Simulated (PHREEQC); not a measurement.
0.012 g of hydrous ferric oxide (600 m²/g; 0.2 weak and 0.005 strong sites per Fe, Dzombak-Morel constants, diffuse double layer) in 1 kg of water with 0.01 mol/kgw of an inert sodium salt and 0.0003 mmol/kgw MgCl2 and 0.0029 mmol/kgw ZnCl2, at 25 °C; the pH is set by adding NaOH or the inert anion's acid. Oxygen alone is held at its pressure in air (log pO2 = -0.68). No CO2 enters from the air. Precipitation was switched off in this run.

The series has 13 steps of pH, from 3 to 11.

Model: ion-association model, wateq4f.dat, run in PHREEQC.

Question: Near which pH is half of the Mg sorbed, and on which side is more sorbed?

Answer: Near pH 8.9, with more sorbed at higher pH.

Question: Near which pH is half of the Zn sorbed, and on which side is more sorbed?

Answer: Near pH 7.3, with more sorbed at higher pH.

The oxide is taken as insoluble; below pH 4 it would dissolve.
